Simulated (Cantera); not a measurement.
Input: 1 mol Si3N4, 0.014 mol C, 1.2 mol N2, held at 133 Pa.

Equilibrium computed with Cantera from the NASA thermochemical tables; the gas is ideal and each condensed phase is pure. Candidate condensed phases: C, Si, SiC, Si3N4; 32 gas species. Ions and electrons are included (thermal ionisation). The tables' values for SiN are old estimates; treat these amounts as uncertain. Kinetics and transport are ignored.

log p: log10 of the partial pressure in bar; nothing condenses.

```csv
T (K),log p N2,log p Si,log p N,log p e-,log p Si+,log p C,log p Si2
2500,-3.16,-3.20,-8.11,-8.76,-8.75,-8.13,-5.64
2750,-3.16,-3.19,-7.20,-7.96,-7.95,-6.74,-6.23
3000,-3.16,-3.19,…,…,…,…,…
3250,-3.16,-3.19,…,…,…,…,…
3500,-3.17,-3.19,-5.24,-6.23,-6.23,-5.65,-7.51
3750,-3.17,-3.20,-4.76,-5.80,-5.80,-5.60,-7.83
4000,-3.19,-3.20,-4.34,-5.43,-5.43,-5.57,-8.12
4250,-3.22,-3.22,-3.99,-5.10,-5.10,-5.57,-8.39
4500,-3.28,-3.24,-3.69,-4.82,-4.82,-5.58,-8.66
4750,-3.40,-3.29,-3.45,-4.57,-4.57,-5.60,-8.94
5000,-3.59,-3.35,-3.27,-4.36,-4.36,-5.64,-9.24
```

Complete the blanks.


- 3000, log p N: -6.44
- 3000, log p e-: -7.29
- 3000, log p Si+: -7.28
- 3000, log p C: -6.03
- 3000, log p Si2: -6.72
- 3250, log p N: -5.79
- 3250, log p e-: -6.72
- 3250, log p Si+: -6.71
- 3250, log p C: -5.76
- 3250, log p Si2: -7.14
